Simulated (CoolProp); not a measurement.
A closed Brayton cycle with carbon dioxide: compressor inlet 331.15 K and 8.2 MPa, high pressure 23.5 MPa, turbine inlet 825 K, compressor efficiency 0.85, turbine efficiency 0.93, recuperator effectiveness 0 (on enthalpy, no pinch check). Each further row changes one setting.

Values from CoolProp's reference Helmholtz-energy equation of state, Span 1996.

```csv
case,thermal efficiency (%),net work (kJ/kg),compressor to turbine work,compressor exit (K),turbine exit (K)
as stated,15.7,82.4,0.42,424.1,695.7
turbine inlet 775 K,15.7,72.5,…,424.1,650.4
compressor inlet 341.15 K,…,76.4,…,439.2,695.7
high pressure 20 MPa,13.6,…,…,409.4,…
recuperator effectiveness 0.5,…,82.4,0.42,424.1,695.7
```

**Question.** Some entries are withheld; supply them.

**Answer.** 
- turbine inlet 775 K, compressor to turbine work: 0.45
- compressor inlet 341.15 K, thermal efficiency (%): 15.3
- compressor inlet 341.15 K, compressor to turbine work: 0.46
- high pressure 20 MPa, net work (kJ/kg): 73.0
- high pressure 20 MPa, compressor to turbine work: 0.40
- high pressure 20 MPa, turbine exit (K): 714.9
- recuperator effectiveness 0.5, thermal efficiency (%): 22.3
